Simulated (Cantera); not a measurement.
Input: 1 mol SiH₄, 3.6 mol HCl, 110 mol H₂, equilibrated at 53000 Pa.

Method: chemical equilibrium by Gibbs-energy minimisation in Cantera with the NASA 1993 tables (ideal gas, pure condensed phases). Candidate condensed phases: Si; 19 gas species. Gases not in the tables: Si₂H₆ and higher silanes. Kinetics and transport are ignored.

Which condensed phases are stable at each of these points (T (K)): 2273, 2323, 2373, 2423, 2473, 2523, 2573, 2623, 2673?


```csv
T (K),condensed phases,Si condensed (%)
2273,Si(l),54.4
2323,Si(l),41.7
2373,Si(l),23.1
2423,gas only,0.0
2473,gas only,0.0
2523,gas only,0.0
2573,gas only,0.0
2623,gas only,0.0
2673,gas only,0.0
```

From 2273 K to 2373 K the condensed part is Si(l). From 2423 K to 2673 K nothing is condensed.
